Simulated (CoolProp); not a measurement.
Vapour-liquid equilibrium of CHF3 (R23) (1) + propylene (2) at 1.74 bar; x and y are mole fractions of (1).

Model: multi-fluid Helmholtz-energy mixture model, Penoncello 2003 and Lemmon 2013; pair parameters Bell 2016, in CoolProp.

```
x     bubble temperature, mixture model (°C)  bubble temperature, Raoult's law (°C)  y, mixture model  y, Raoult's law
----  --------------------------------------  -------------------------------------  ----------------  ---------------
0.05                                     [?]                                  -39.4             0.412            0.208
0.2                                    -62.6                                  -49.2             0.755            0.568
0.35                                     [?]                                  -56.1               [?]            0.747
0.5                                    -69.5                                  -61.2             0.858            0.850
0.65                                     [?]                                  -65.2               [?]            0.915
0.8                                      [?]                                  -68.5             0.901            0.960
0.95                                   -72.0                                  -71.3             0.960            0.991
```

**Question.** Fill in the missing entries.

**Answer.** 
- 0.05, bubble temperature, mixture model (°C): -46.9
- 0.35, bubble temperature, mixture model (°C): -67.6
- 0.35, y, mixture model: 0.830
- 0.65, bubble temperature, mixture model (°C): -70.4
- 0.65, y, mixture model: 0.876
- 0.8, bubble temperature, mixture model (°C): -71.2

The largest gap from Raoult's law is -13.4 K in bubble temperature, at x = 0.2. No azeotrope shows between x = 0.05 and 0.95.

Pair parameters are fitted to limited data, so mixtures are less certain than the pure fluids. With so large a gap from Raoult's law the liquid may split in two, which this calculation doesn't test in full.
